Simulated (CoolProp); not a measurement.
Model: reference Helmholtz-energy equation of state, Lemmon 2006, in CoolProp. It is a short technical equation, of lower accuracy than the large ones.

Question: For hydrogen sulfide, give the phase and the cp (kJ/(kg K)), cv (kJ/(kg K)) at 251.85 °C and 0.281 MPa; 251.85 °C and 1.97 MPa.

Answer: 
- 251.85 °C and 0.281 MPa: gas; cp 1.11, cv 0.862
- 251.85 °C and 1.97 MPa: gas; cp 1.15, cv 0.871
